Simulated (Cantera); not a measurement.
Standard-state values (1 bar) from the NASA 1993 polynomials, evaluated with Cantera. Values are per mole of reaction as written; species without (g) are pure solids or liquids, kept so even where they would boil at 1 bar.

Question: Between 300 and 1848 K, where is each reaction favourable under standard conditions?
- 2 H(g) + NiS → Ni + H2S(g)

Answer: 
- 2 H(g) + NiS → Ni + H2S(g): ΔG° is -355 kJ at 300 K and -208 kJ at 1848 K; it stays negative (K > 1). ΔH° is -431 kJ and ΔS° -120 J/K at 1848 K.
